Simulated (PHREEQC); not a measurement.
Make-up at 25 °C: 0.26 mol/kgw H2SO4 and 6.1e-05 mol/kgw ZnSO4. It is in equilibrium with CO2 at log p = 0 (atm). Otherwise closed; pH follows from the charge balance.

Equilibrium calculation in PHREEQC: ion-association model, phreeqc.dat.

Each row changes one thing in this solution. Precipitation was switched off in this run.

| case | pH | ionic strength (mol/kgw) | HSO4- (mol/kgw) | SO4-2 (mol/kgw) | (CO2)2 (mol/kgw) | HCO3- (mol/kgw) |
|---|---|---|---|---|---|---|
| as made | 0.64 | 0.322 | 0.229 | 0.0311 | 1.95e-5 | 9.15e-8 |
| H2SO4 replaced by NaHSO4 at the same molality | 1.13 | 0.410 | 0.164 | 0.0752 | 1.91e-5 | 2.87e-7 |
| H2SO4 from 0.26 to 0.026 mol/kgw | 1.51 | 0.0453 | 0.0164 | 0.00963 | 2.08e-5 | 5.90e-7 |
| ZnSO4 left out | 0.64 | 0.322 | 0.229 | 0.0311 | 1.95e-5 | 9.15e-8 |
| ZnSO4 replaced by KHSO4 at the same molality | 0.64 | 0.322 | 0.229 | 0.0311 | 1.95e-5 | 9.15e-8 |
| diluted 100-fold with water | 2.37 | 0.00654 | ___ | 0.00197 | 2.10e-5 | 3.86e-6 |
| diluted 5-fold with water | 1.26 | 0.0801 | 0.0380 | ___ | 2.06e-5 | 3.40e-7 |
| temperature from 25 to 50 °C | 0.67 | 0.298 | ___ | 0.0192 | 1.32e-5 | 6.45e-8 |
| diluted 10-fold with water | 1.51 | 0.0452 | 0.0164 | 0.00961 | 2.08e-5 | 5.90e-7 |

Question: Some entries are withheld; supply them.

Answer: 
- diluted 100-fold with water, HSO4- (mol/kgw): 0.000631
- diluted 5-fold with water, SO4-2 (mol/kgw): 0.0140
- temperature from 25 to 50 °C, HSO4- (mol/kgw): 0.241

At this temperature some constants are extrapolated from 25 °C, and those without enthalpy data are left unchanged.
